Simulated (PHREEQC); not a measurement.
Make-up at 25 °C: 0.12 mol CuCl2, 0.16 mol HNO3 and 0.00024 mol KCl per kg of water. It is in equilibrium with CO2 at log p = -1 (atm). Otherwise closed; pH follows from the charge balance.

The numbers come from PHREEQC with the ion-association model, phreeqc.dat.

Each row changes one thing in this solution. Precipitation was switched off in this run.

| case | pH | ionic strength (mol/kgw) | Cl- (mol/kgw) | Cu+2 (mol/kgw) | CuCl+ (mol/kgw) | CuCl2 (mol/kgw) | SI of Sylvite (KCl) |
|---|---|---|---|---|---|---|---|
| as made | 0.91 | 0.487 | 0.223 | 0.104 | 0.0157 | 0.000713 | -5.55 |
| temperature from 25 to 65 °C | 0.92 | 0.417 | 0.188 | 0.0699 | 0.0474 | 0.00263 | -5.81 |
| temperature from 25 to 50 °C | 0.92 | 0.446 | 0.202 | 0.0838 | 0.0344 | 0.00181 | -5.71 |
| KCl from 0.00024 to 0.00012 mol/kgw | 0.91 | 0.487 | 0.223 | 0.104 | 0.0156 | 0.000712 | -5.85 |
| HNO3 from 0.16 to 0.24 mol/kgw | 0.74 | 0.568 | 0.224 | 0.104 | 0.0151 | 0.000656 | -5.56 |
| temperature from 25 to 10 °C | 0.91 | 0.503 | 0.231 | 0.112 | 0.00821 | 0.000329 | -5.45 |
| KCl from 0.00024 to 0.0024 mol/kgw | 0.91 | 0.489 | 0.225 | 0.103 | 0.0158 | 0.000723 | -4.54 |
| temperature from 25 to 15 °C | 0.91 | 0.498 | 0.229 | 0.109 | 0.0103 | 0.000434 | -5.48 |
| temperature from 25 to 70 °C | 0.92 | 0.408 | 0.183 | 0.0654 | 0.0517 | 0.00291 | -5.84 |

Constants without temperature data keep their 25 °C values here.
